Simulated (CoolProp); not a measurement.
Properties of ethanol at several states.

Model: reference Helmholtz-energy equation of state, Schroeder 2014, in CoolProp.

| T (K) | p (MPa) | phase | speed of sound (m/s) | expansivity (1/kK) | viscosity (µPa s) |
|---|---|---|---|---|---|
| 414.3 | 0.602 | gas | 270.4 | 3.741 | 12.3 |
| 358.5 | 0.227 | liquid | 944.0 | 1.403 | 398 |
| 202.3 | 0.0712 | liquid | 1519 | 1.032 | 13400 |
| 343.8 | 0.0304 | gas | 263.0 | 3.066 | 10.2 |
| 483.7 | 0.122 | gas | 307.8 | 2.148 | 14.3 |

Viscosity comes from a separate model (Kiselev 2005).
